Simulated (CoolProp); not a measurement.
Methane at 293.15 K and 0.851 MPa is throttled through a valve to 0.284 MPa with no heat exchange. Each further row changes one setting.

Values from CoolProp's reference Helmholtz-energy equation of state, Setzmann 1991.

```json
[
 {"case": "as stated", "temperature change (K)": "[?]", "final density (kg/m³)": "[?]"},
 {"case": "outlet pressure 0.0852 MPa", "temperature change (K)": "-3.5", "final density (kg/m³)": "0.568"},
 {"case": "outlet pressure 0.369 MPa", "temperature change (K)": "-2.2", "final density (kg/m³)": "[?]"}
]
```

Task: Some entries are withheld; supply them.

Result: 
- as stated, temperature change (K): -2.6
- as stated, final density (kg/m³): 1.90
- outlet pressure 0.369 MPa, final density (kg/m³): 2.46
